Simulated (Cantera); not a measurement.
**Na2CO3 + C + CO2 (calcination and drying)**

A closed system holds: 1 mol Na2CO3, 0.28 mol C, 0.046 mol CO2, at 1000 K.

Equilibrium computed with Cantera from the NASA thermochemical tables; the gas is ideal and each condensed phase is pure. Candidate condensed phases: C, Na, NaO2, Na2CO3, Na2O, Na2O2; 16 gas species. The numbers say what is thermodynamically allowed, not how fast it happens.

| P (Pa) | x CO | x CO2 | x Na | x Na2 | n Na2CO3(s) | n C(graphite) |
|---|---|---|---|---|---|---|
| 10 | 0.575 | 0.0532 | 0.371 | 6.45e-6 | 0.863 | 0 |
| 52 | 0.647 | 0.00508 | 0.348 | 2.95e-5 | 0.881 | 0 |
| 270 | 0.842 | 0.00109 | 0.157 | 3.11e-5 | 0.988 | 0.210 |
| 1400 | 0.990 | 0.00779 | 0.00201 | 2.65e-8 | 1.000 | 0.235 |
| 7200 | 0.962 | 0.0378 | 3.50e-5 | 4.12e-11 | 1.000 | 0.237 |
| 37000 | 0.849 | 0.151 | 7.05e-7 | <1e-12 | 1.00 | 0.246 |
| 190000 | 0.605 | 0.395 | 1.96e-8 | <1e-12 | 1.00 | 0.260 |
| 1000000 | 0.341 | 0.659 | 7.30e-10 | <1e-12 | 1.00 | 0.271 |
x: gas mole fraction; n: condensed amount in mol.

From 10.0 Pa to 52.0 Pa the condensed part is Na2CO3(s). From 270 Pa to 1000000 Pa the condensed part is C(graphite) + Na2CO3(s).
